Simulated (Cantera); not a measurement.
Input: 1 mol SiO2, 2.8 mol CO, 4 mol H2, at 1602 °C and 100 Torr.

Method: chemical equilibrium by Gibbs-energy minimisation in Cantera with the NASA 1993 tables (ideal gas, pure condensed phases). Candidate condensed phases: C, C6H6, C7H8, C8H18, H2O, Si, SiC, SiO2; 123 gas species. The tables hold silica as quartz up to 1696 K and as liquid above; real silica turns to tridymite and cristobalite and melts near 1996 K. The numbers say what is thermodynamically allowed, not how fast it happens.

Base state: H2 0.577, CO 0.408, SiO 0.00672, H2O 0.00574, H 0.00136, CO2 0.000985 (mole fractions); condensed: SiO2(condensed).

What changes in the equilibrium state with this change: SiO2 replaced by Fe3O4?


```csv
species,before,after
H2,0.577,0.402
CO,0.408,0.370
H2O,0.00574,0.185
CO2,0.000985,0.0414
SiO,0.00672,0
Fe,0,0.000609
Fe(OH)2,0,4.00e-5
OH,1.06e-6,4.08e-5
H,0.00136,0.00114
"SiO2(condensed), mol",0.954,0
"Fe(l), mol",0,0.537
"FeO(l), mol",0,2.46
```
Each liquid is taken as pure. Mutual solubility and eutectic melting of coexisting phases are not modelled. The tables' stoichiometric FeO is somewhat more stable than real wüstite, so its field is too wide. FeO: taken at fixed stoichiometry. Further candidate phases: Fe, Fe(CO)5, FeO, Fe(OH)2, Fe(OH)3, Fe2O3, Fe3O4.
